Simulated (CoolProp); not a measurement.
Properties of octamethyltrisiloxane (MDM) along the isobar 0.101 MPa.

The numbers come from the reference Helmholtz-energy equation of state, Thol 2017 in CoolProp.

```tsv
T (K)	phase	density (kg/m³)	cv (kJ/(kg K))	speed of sound (m/s)
305.8	liquid	807.7	1.488	890.9
335.7	liquid	777.1	1.559	790.5
365.6	liquid	745.2	1.635	693.1
395.5	liquid	711.7	1.711	598.1
455.3	gas	6.687	1.797	120.8
485.3	gas	6.191	1.869	126.3
515.2	gas	5.776	1.936	131.3
545.1	gas	5.420	2.000	135.9
575	gas	5.111	2.060	140.3
```
